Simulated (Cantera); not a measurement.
Standard-state values (1 bar) from the NASA 1993 polynomials, evaluated with Cantera. Values are per mole of reaction as written; species without (g) are pure solids or liquids, kept so even where they would boil at 1 bar.

**Question.** Between 300 and 2450 K, where is each reaction favourable under standard conditions?
- Ta + O₂(g) → TaO₂(g)
- 2 Ti + O₂(g) → 2 TiO(g)
- 4 Al + O₂(g) → 2 Al₂O(g)

**Answer.** 
- Ta + O₂(g) → TaO₂(g): ΔG° is -211 kJ at 300 K and -260 kJ at 2450 K; it stays negative (K > 1). ΔH° is -221 kJ and ΔS° 16 J/K at 2450 K.
- 2 Ti + O₂(g) → 2 TiO(g): ΔG° is 49 kJ at 300 K and -306 kJ at 2450 K; it changes sign between 300 and 950 K. ΔH° is 5 kJ and ΔS° 127 J/K at 2450 K.
- 4 Al + O₂(g) → 2 Al₂O(g): ΔG° is -346 kJ at 300 K and -583 kJ at 2450 K; it stays negative (K > 1). ΔH° is -415 kJ and ΔS° 69 J/K at 2450 K.
